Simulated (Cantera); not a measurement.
**Reactions in the system N-O-Ta**

Cantera with NASA thermochemical tables; ideal gases at 1 bar, condensed phases pure. Values are per mole of reaction as written; species without (g) are pure solids or liquids, kept so even where they would boil at 1 bar.

2 NO₂(g) + Ta ⇌ 2 NO(g) + TaO₂(g)

```json
[
 {"T (K)": "1023", "ΔH° (kJ)": "-90.3", "ΔS° (J/K)": "175.7", "ΔG° (kJ)": "-270.0", "log10 K": "13.79"},
 {"T (K)": "1048", "ΔH° (kJ)": "-90.5", "ΔS° (J/K)": "175.5", "ΔG° (kJ)": "-274.4", "log10 K": "13.68"},
 {"T (K)": "1073", "ΔH° (kJ)": "-90.8", "ΔS° (J/K)": "175.2", "ΔG° (kJ)": "-278.8", "log10 K": "13.57"},
 {"T (K)": "1098", "ΔH° (kJ)": "-91.1", "ΔS° (J/K)": "175.0", "ΔG° (kJ)": "-283.2", "log10 K": "13.47"},
 {"T (K)": "1123", "ΔH° (kJ)": "-91.4", "ΔS° (J/K)": "174.7", "ΔG° (kJ)": "-287.6", "log10 K": "13.37"},
 {"T (K)": "1148", "ΔH° (kJ)": "-91.6", "ΔS° (J/K)": "174.5", "ΔG° (kJ)": "-291.9", "log10 K": "13.28"},
 {"T (K)": "1173", "ΔH° (kJ)": "-91.9", "ΔS° (J/K)": "174.2", "ΔG° (kJ)": "-296.3", "log10 K": "13.19"}
]
```

5 N₂(g) + 2 Ta₂O₅ ⇌ 10 NO(g) + 4 Ta

```json
[
 {"T (K)": "1023", "ΔH° (kJ)": "4962.1", "ΔS° (J/K)": "963.9", "ΔG° (kJ)": "3976.1", "log10 K": "-203.02"},
 {"T (K)": "1048", "ΔH° (kJ)": "4960.2", "ΔS° (J/K)": "962.0", "ΔG° (kJ)": "3952.1", "log10 K": "-196.97"},
 {"T (K)": "1073", "ΔH° (kJ)": "4958.2", "ΔS° (J/K)": "960.1", "ΔG° (kJ)": "3928.0", "log10 K": "-191.22"},
 {"T (K)": "1098", "ΔH° (kJ)": "4956.3", "ΔS° (J/K)": "958.3", "ΔG° (kJ)": "3904.1", "log10 K": "-185.72"},
 {"T (K)": "1123", "ΔH° (kJ)": "4954.3", "ΔS° (J/K)": "956.5", "ΔG° (kJ)": "3880.1", "log10 K": "-180.47"},
 {"T (K)": "1148", "ΔH° (kJ)": "4952.3", "ΔS° (J/K)": "954.8", "ΔG° (kJ)": "3856.2", "log10 K": "-175.46"},
 {"T (K)": "1173", "ΔH° (kJ)": "4950.3", "ΔS° (J/K)": "953.1", "ΔG° (kJ)": "3832.4", "log10 K": "-170.66"}
]
```
